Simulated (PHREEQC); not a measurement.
A solution holds 0.0013 mol CsOH, 9.8e-05 mol H3BO3 and 0.017 mol Na2CO3 per kg of water, at 20 °C. Closed to the air; pH follows from the charge balance.

Equilibrium calculation in PHREEQC: ion-association model, wateq4f.dat.

Each row changes one thing in this solution. This is a speciation only: nothing precipitates in the calculation.

```json
[
 {"case": "as made", "pH": "11.38", "ionic strength (mol/kgw)": "0.0457", "Na+ (mol/kgw)": "0.0311", "H3BO3 (mol/kgw)": "6.21e-7"},
 {"case": "H3BO3 replaced by Na2B4O7 at the same molality", "pH": "11.36", "ionic strength (mol/kgw)": "0.0459", "Na+ (mol/kgw)": "0.0313", "H3BO3 (mol/kgw)": "2.58e-6"},
 {"case": "0.014 mol/kgw H2SO4 added", "pH": "6.17", "ionic strength (mol/kgw)": "0.0473", "Na+ (mol/kgw)": "0.0329", "H3BO3 (mol/kgw)": "9.79e-5"},
 {"case": "CsOH from 0.0013 to 0.0065 mol/kgw", "pH": "[?]", "ionic strength (mol/kgw)": "0.0515", "Na+ (mol/kgw)": "0.0311", "H3BO3 (mol/kgw)": "1.86e-7"},
 {"case": "Na2CO3 replaced by NaHSO4 at the same molality", "pH": "2.04", "ionic strength (mol/kgw)": "0.0396", "Na+ (mol/kgw)": "0.0165", "H3BO3 (mol/kgw)": "9.80e-5"},
 {"case": "CsOH replaced by CsCl at the same molality", "pH": "[?]", "ionic strength (mol/kgw)": "0.0454", "Na+ (mol/kgw)": "0.0312", "H3BO3 (mol/kgw)": "1.04e-6"},
 {"case": "diluted 100-fold with water", "pH": "[?]", "ionic strength (mol/kgw)": "0.000424", "Na+ (mol/kgw)": "0.000340", "H3BO3 (mol/kgw)": "1.02e-7"},
 {"case": "H3BO3 from 9.8e-05 to 4.9e-05 mol/kgw", "pH": "11.39", "ionic strength (mol/kgw)": "0.0457", "Na+ (mol/kgw)": "0.0311", "H3BO3 (mol/kgw)": "3.05e-7"},
 {"case": "H3BO3 from 9.8e-05 to 0.000196 mol/kgw", "pH": "11.36", "ionic strength (mol/kgw)": "0.0457", "Na+ (mol/kgw)": "0.0311", "H3BO3 (mol/kgw)": "1.29e-6"}
]
```

Question: Fill in the missing entries.

Answer: 
- CsOH from 0.0013 to 0.0065 mol/kgw, pH: 11.90
- CsOH replaced by CsCl at the same molality, pH: 11.15
- diluted 100-fold with water, pH: 10.20
